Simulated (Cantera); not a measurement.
Charge: 1 mol Si, 1.8 mol H₂, 3.8 mol HCl, at 1150 K and 1300000 Pa.

These are equilibrium values from Cantera (NASA tables, ideal gas, pure condensed phases), not measurements of a reactor. Candidate condensed phases: Si; 19 gas species. The tables' values for SiCl₃ are old estimates; treat these amounts as uncertain. The numbers say what is thermodynamically allowed, not how fast it happens.

Base state: H₂ 0.750, SiCl₄ 0.145, SiHCl₃ 0.0663, HCl 0.0332, SiH₂Cl₂ 0.00381, SiCl₃ 0.00197, SiCl₂ 0.000293, SiH₃Cl 5.91e-5 (mole fractions); condensed: gas only.

**Question.** What changes in the equilibrium state with this change: temperature from 1150 K to 523.15 K?

**Answer.** 
```
species    before     after
-------  --------  --------
H₂          0.750     0.783
SiCl₄       0.145     0.174
SiHCl₃     0.0663    0.0427
HCl        0.0332   1.09e-5
SiCl₃     0.00197   1.80e-9
SiCl₂    0.000293     <1e-9
SiH₃Cl    5.91e-5   6.54e-7
SiH₂Cl₂   0.00381  0.000397
```

**Question.** What changes in the equilibrium state with this change: temperature from 1150 K to 700 K?

**Answer.** 
```
species    before     after
-------  --------  --------
H₂          0.750     0.782
SiCl₄       0.145     0.174
SiHCl₃     0.0663    0.0427
HCl        0.0332  0.000651
SiCl₂    0.000293   1.62e-9
SiCl₃     0.00197   9.24e-7
SiH₃Cl    5.91e-5   2.40e-6
SiH₂Cl₂   0.00381  0.000691
```
